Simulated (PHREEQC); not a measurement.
**Sulfide liquor**

Dissolve 0.091 mol NH4HS and 3e-05 mol MnCl2 per kg of water at 20 °C. Closed to the air; pH follows from the charge balance.

The numbers come from PHREEQC with the ion-association model, wateq4f.dat.

Precipitation was switched off in this run.

**Question.** What pH does the model give?

**Answer.** pH 8.20.

**Question.** In which forms is S present?

**Answer.** HS- 95 %, H2S 4.7 % of the S.

The polysulfide entries of wateq4f.dat were taken out for this run.
